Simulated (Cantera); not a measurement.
## Premixed flame

A freely propagating, adiabatic, planar premixed flame of 32.6 % H2, 13.6 % O2, 51.2 % N2, 2.67 % H2O, equivalence ratio 1.2, unburnt at 400 K and 6.81 atm; multicomponent transport, grid criteria slope 0.08 and curve 0.16, no radiation.

Model: the H2/O2 subset of GRI-Mech 3.0, which has no nitrogen chemistry, integrated in Cantera. The hydrogen kinetics of GRI-Mech 3.0 are dated; newer H2 mechanisms differ, most at raised pressure. Burning velocities carry a grid error of a few per cent, more on coarse grids.

| z (mm) | T (K) | u (m/s) | x H2 | x O2 | x H2O | x OH | x H | x H2O2 |
|---|---|---|---|---|---|---|---|---|
| -0.100 | 400 | 3.37 | 0.326 | 0.136 | 0.0267 | <1e-8 | <1e-8 | <1e-8 |
| -0.0668 | 400 | 3.37 | 0.326 | 0.136 | 0.0267 | <1e-8 | <1e-8 | <1e-8 |
| -0.0501 | 400 | 3.37 | 0.325 | 0.136 | 0.0268 | <1e-8 | <1e-8 | 2.53e-8 |
| -0.0334 | 404 | 3.38 | 0.322 | 0.137 | 0.0270 | <1e-8 | <1e-8 | 6.61e-7 |
| -0.0167 | 486 | 3.95 | 0.295 | 0.140 | 0.0327 | 1.84e-5 | 3.36e-6 | 4.91e-5 |
| -0.00834 | 839 | 6.54 | 0.245 | 0.129 | 0.0699 | 0.000923 | 0.00130 | 0.000174 |
| 0 | 1317 | 9.99 | 0.177 | 0.0959 | 0.147 | 0.00244 | 0.00998 | 6.57e-5 |
| 0.00834 | 1649 | 12.4 | 0.119 | 0.0553 | 0.224 | 0.00558 | 0.0209 | 6.90e-6 |
| 0.0167 | 1838 | 13.7 | 0.0857 | 0.0290 | 0.270 | 0.00886 | 0.0256 | 3.80e-6 |
| 0.0334 | 2020 | 15.0 | 0.0665 | 0.0112 | 0.303 | 0.0117 | 0.0234 | 2.18e-6 |
| 0.0668 | 2169 | 16.0 | 0.0615 | 0.00530 | 0.319 | 0.0110 | 0.0160 | 1.27e-6 |
| 0.134 | 2278 | 16.7 | 0.0590 | 0.00268 | 0.330 | 0.00852 | 0.00974 | 7.65e-7 |
| 0.267 | 2348 | 17.1 | 0.0570 | 0.00119 | 0.338 | 0.00587 | 0.00577 | 4.25e-7 |
x: mole fraction of selected species; z is measured from the peak of heat release.

```yaml
laminar_burning_velocity: 337 cm/s
thermal_thickness: 0.0334 mm
peak x(OH): 0.0118
peak x(H): 0.0260
peak x(H2O2): 0.000174
grid_points: 110
```
